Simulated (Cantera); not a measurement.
A perfectly stirred reactor is fed with 4.54 % H2, 52.7 % O2, 42.7 % N2, equivalence ratio 0.043, at 0.0132 atm; it is held at 1473 K, and followed from long to short residence time.

Detailed kinetics in Cantera: the H2/O2 subset of GRI-Mech 3.0, which has no nitrogen chemistry. Radical loss at walls, strong at low pressure, is not modelled. The temperature is held fixed by assumption; the heat of reaction is taken as removed at once.

Q: Predict: x(H2) at τ = 15.0 s; x(O2) at τ = 15.0 s; x(H2O) at τ = 15.0 s; x(H2O2) at τ = 15.0 s; x(OH) at τ = 15.0 s; x(H2) at τ = 80.0 ms; x(O2) at τ = 80.0 ms; x(H2O) at τ = 80.0 ms; x(H2O2) at τ = 80.0 ms; x(OH) at τ = 80.0 ms.

A: x(H2) at τ = 15.0 s: 5.15e-5
x(O2) at τ = 15.0 s: 0.515
x(H2O) at τ = 15.0 s: 0.0457
x(H2O2) at τ = 15.0 s: 8.18e-9
x(OH) at τ = 15.0 s: 0.00124
x(H2) at τ = 80.0 ms: 0.000889
x(O2) at τ = 80.0 ms: 0.499
x(H2O) at τ = 80.0 ms: 0.0405
x(H2O2) at τ = 80.0 ms: 2.94e-8
x(OH) at τ = 80.0 ms: 0.00501
